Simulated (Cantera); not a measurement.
A closed system holds: 1 mol SiHCl3, 0.011 mol CH4, 5.4 mol H2, equilibrated at 180 Pa.

Cantera equilibrium calculation (NASA polynomials, part measured and part estimated; ideal gas, pure solids and liquids). Candidate condensed phases: C, C6H6, C7H8, C8H18, Si, SiC; 109 gas species. Mutual solubility and eutectic melting of coexisting phases are not modelled. Gases not in the tables: Si2H6 and higher silanes. The numbers say what is thermodynamically allowed, not how fast it happens.

What share of the Si ends up in condensed phases as a function of T (°C), at 1450, 1475, 1500, 1525, 1550, 1575, 1600, 1625, 1650, 1675, 1700, 1725, 1750?


```csv
T (°C),Si condensed (%),as
1450,8.6,Si(l) + SiC(s)
1475,9.2,Si(l) + SiC(s)
1500,9.6,Si(l) + SiC(s)
1525,9.8,Si(l) + SiC(s)
1550,9.9,Si(l) + SiC(s)
1575,9.7,Si(l) + SiC(s)
1600,9.1,Si(l) + SiC(s)
1625,8.0,Si(l) + SiC(s)
1650,6.3,Si(l) + SiC(s)
1675,3.8,Si(l) + SiC(s)
1700,0.8,SiC(s)
1725,0.7,SiC(s)
1750,0.5,SiC(s)
```
